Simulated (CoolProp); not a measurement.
A closed Brayton cycle with carbon dioxide: compressor inlet 307.15 K and 7.5 MPa, high pressure 21.9 MPa, turbine inlet 940 K, compressor efficiency 0.8, turbine efficiency 0.9, recuperator effectiveness 0 (on enthalpy, no pinch check). Each further row changes one setting.

Model: reference Helmholtz-energy equation of state, Span 1996, in CoolProp.

```csv
case,thermal efficiency (%),net work (kJ/kg),compressor to turbine work,compressor exit (K),turbine exit (K)
as stated,15.6,117,0.28,381.4,802.0
turbine inlet 890 K,(withheld),107,0.29,381.4,756.8
compressor inlet 317.15 K,(withheld),104,0.35,407.9,802.0
high pressure 18.6 MPa,(withheld),102,0.26,369.7,822.3
recuperator effectiveness 0.5,(withheld),117,0.28,381.4,802.0
```

Q: Fill in the missing entries.

A: 
- turbine inlet 890 K, thermal efficiency (%): 15.7
- compressor inlet 317.15 K, thermal efficiency (%): 15.0
- high pressure 18.6 MPa, thermal efficiency (%): 13.5
- recuperator effectiveness 0.5, thermal efficiency (%): 23.2
